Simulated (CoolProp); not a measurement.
Vapour-liquid equilibrium of diethyl ether (1) + n-hexane (2) at 0.814 MPa; x and y are mole fractions of (1).

Computed with CoolProp (multi-fluid Helmholtz-energy mixture model, Thol 2014 and Thol 2019; pair parameters Bell 2016).

Task: Give the bubble temperature and the first vapour's composition at x = 0.35, 0.5, 0.65. Is there an azeotrope?

Result: x = 0.35: 405.9 K, y = 0.525; x = 0.5: 399.5 K, y = 0.667; x = 0.65: 393.9 K, y = 0.785. No azeotrope shows between x = 0.05 and 0.95.

Pair parameters are fitted to limited data, so mixtures are less certain than the pure fluids.
